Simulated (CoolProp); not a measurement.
R236FA along the isobar 1270 kPa: fugacity coefficient from the reference equation and from simpler models built on Tc = 398.1 K, pc = 3191 kPa, ω = 0.377; each cubic takes its own stable root.

Computed with CoolProp (reference Helmholtz-energy equation of state, Pan 2012).

```json
[
 {"T (K)": "266.5", "phase": "liquid", "reference": "0.06512", "van der Waals": "0.3736", "Redlich-Kwong": "0.1484", "Soave-Redlich-Kwong": "0.06548"},
 {"T (K)": "285.6", "phase": "liquid", "reference": "0.1356", "van der Waals": "0.5075", "Redlich-Kwong": "0.2573", "Soave-Redlich-Kwong": "0.1376"},
 {"T (K)": "304.7", "phase": "liquid", "reference": "0.2496", "van der Waals": "0.6599", "Redlich-Kwong": "0.4054", "Soave-Redlich-Kwong": "0.2551"},
 {"T (K)": "323.7", "phase": "liquid", "reference": "0.4146", "van der Waals": "0.8059", "Redlich-Kwong": "0.5900", "Soave-Redlich-Kwong": "0.4259"},
 {"T (K)": "342.8", "phase": "liquid", "reference": "0.6356", "van der Waals": "0.8311", "Redlich-Kwong": "0.7956", "Soave-Redlich-Kwong": "0.6535"},
 {"T (K)": "361.9", "phase": "gas", "reference": "0.8060", "van der Waals": "0.8519", "Redlich-Kwong": "0.8253", "Soave-Redlich-Kwong": "0.8145"},
 {"T (K)": "380.9", "phase": "gas", "reference": "0.8401", "van der Waals": "0.8693", "Redlich-Kwong": "0.8493", "Soave-Redlich-Kwong": "0.8448"},
 {"T (K)": "400", "phase": "gas", "reference": "0.8669", "van der Waals": "0.8840", "Redlich-Kwong": "0.8692", "Soave-Redlich-Kwong": "0.8697"}
]
```

At some of these states van der Waals, Redlich-Kwong gives the other phase, because its saturation line lies elsewhere.
